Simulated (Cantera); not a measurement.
Charge: 1 mol Ta(OEt)5, 20 mol H2O, 290 mol H2, at 973 K and 1 atm.

Method: chemical equilibrium by Gibbs-energy minimisation in Cantera with the NASA 1993 tables (ideal gas, pure condensed phases). Candidate condensed phases: C, C6H6, C7H8, C8H18, H2O, Ta, TaC, Ta2O5; 113 gas species. The feed counts by its element totals alone. Equilibrium is a limit: real reactors are often held back by kinetics, nucleation or transport.

### Question
What is the equilibrium state?

### Answer
```json
{
 "x(H2)": "0.915",
 "x(H2O)": "0.0536",
 "x(CH4)": "0.0161",
 "x(CO)": "0.0137",
 "x(CO2)": "0.00129",
 "n(Ta2O5(s))": "0.500 mol",
 "gas_amount": "322.1 mol",
 "log10 activity of C(graphite) (absent)": "-0.83",
 "log10 activity of TaC(s) (absent)": "-7.53",
 "log10 activity of Ta(s) (absent)": "-14.27"
}
```
